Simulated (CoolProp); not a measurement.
Properties of R236EA at several states.

Values from CoolProp's reference Helmholtz-energy equation of state, Rui 2013.

| T (K) | p (bar) | phase | expansivity (1/kK) | Prandtl number | fugacity coefficient |
|---|---|---|---|---|---|
| 261.8 | 0.983 | liquid | 1.863 | 8.70 | 0.4655 |
| 249.8 | 1.68 | liquid | 1.771 | 10.3 | 0.1504 |
| 294 | 3.4 | liquid | 2.194 | 6.26 | 0.4943 |
| 263.4 | 0.226 | gas | 3.966 | 0.643 | 0.9883 |
| 260.6 | 3.77 | liquid | 1.847 | 8.86 | 0.1162 |

Viscosity comes from a separate model (Huber 2003), an estimate that may be off by 10 % or more. Thermal conductivity comes from a separate model (Huber 2003), an estimate that may be off by 10 % or more.
